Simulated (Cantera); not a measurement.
A closed system holds: 1 mol (CH3)2SiCl2, 1.8 mol HCl, 330 mol H2, 0.098 mol C2H4, equilibrated at 0.0120 bar.

Cantera equilibrium calculation (NASA polynomials, part measured and part estimated; ideal gas, pure solids and liquids). Candidate condensed phases: C, C6H6, C7H8, C8H18, Si, SiC; 109 gas species. The feed counts by its element totals alone. The tables' values for SiCl are old estimates; treat these amounts as uncertain. Gases not in the tables: Si2H6 and higher silanes. Kinetics and transport are ignored.

x: gas mole fraction; n: condensed amount in mol.

```csv
T (K),x H2,x H,x HCl,x C2H2 (acetylene),x Si,x Cl,x SiC2,n C(graphite),n SiC(s)
1925,0.980,0.00864,0.0112,0.000449,5.96e-5,7.40e-5,1.71e-6,0.919,0.970
1950,0.978,0.0103,0.0111,0.000534,9.00e-5,8.83e-5,2.93e-6,0.873,0.957
1975,0.976,(withheld),0.0111,(withheld),(withheld),(withheld),(withheld),0.822,0.938
2000,0.973,(withheld),0.0111,(withheld),(withheld),(withheld),(withheld),0.768,0.911
2025,0.970,0.0173,0.0110,0.000878,0.000291,0.000146,1.35e-5,0.713,0.872
2050,0.967,0.0204,0.0110,0.00103,0.000423,0.000171,2.20e-5,0.660,0.816
2075,0.963,0.0239,0.0109,0.00119,0.000608,0.000200,3.52e-5,0.611,0.737
2100,0.959,0.0278,0.0108,0.00138,0.000867,0.000232,5.59e-5,0.572,0.625
2125,0.953,0.0324,0.0108,0.00160,0.00123,0.000268,8.76e-5,0.552,0.468
2150,0.948,0.0375,0.0107,0.00184,0.00172,0.000309,0.000136,0.560,0.248
2175,0.941,0.0432,0.0106,0.00210,0.00227,0.000355,0.000198,0.566,0
2200,0.934,0.0497,0.0105,0.00239,0.00230,0.000407,0.000221,0.347,0
2225,0.927,0.0569,0.0104,0.00272,0.00232,0.000465,0.000245,0.102,0
2250,0.918,0.0650,0.0103,0.00285,0.00234,0.000529,0.000251,0,0
```

What belongs in the gaps?


- 1975, x H: 0.0123
- 1975, x C2H2 (acetylene): 0.000634
- 1975, x Si: 0.000134
- 1975, x Cl: 0.000105
- 1975, x SiC2: 4.95e-6
- 2000, x H: 0.0146
- 2000, x C2H2 (acetylene): 0.000748
- 2000, x Si: 0.000199
- 2000, x Cl: 0.000124
- 2000, x SiC2: 8.24e-6
